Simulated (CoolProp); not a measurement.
Properties of R1224YDZ along the isobar 6280 kPa.

Values from CoolProp's reference Helmholtz-energy equation of state, Akasaka 2023.

```csv
T (°C),phase,density (kg/m³),Joule-Thomson coefficient (K/MPa),isothermal compressibility (1/MPa),fugacity coefficient
-98.45,liquid,___,-0.4492,0.0006523,7.091e-6
-90.65,liquid,1654,-0.4464,0.0007000,1.832e-5
-82.85,liquid,1636,-0.4426,0.0007518,4.312e-5
-74.95,liquid,1618,-0.4378,0.0008087,9.446e-5
-67.15,liquid,1600,___,0.0008700,0.0001908
-59.35,liquid,1582,-0.4257,0.0009368,0.0003620
-51.45,liquid,1564,-0.4181,0.001011,0.0006547
-43.65,liquid,1546,-0.4097,0.001091,0.001119
-35.85,liquid,1528,-0.4004,0.001179,0.001830
-27.95,liquid,1509,-0.3900,0.001277,0.002896
-20.15,liquid,___,-0.3787,___,0.004397
-12.35,liquid,1472,-0.3664,0.001502,0.006470
```

**Question.** Fill in the missing entries.

**Answer.** 
- -98.45, density (kg/m³): 1672
- -67.15, Joule-Thomson coefficient (K/MPa): -0.4322
- -20.15, density (kg/m³): 1491
- -20.15, isothermal compressibility (1/MPa): 0.001384
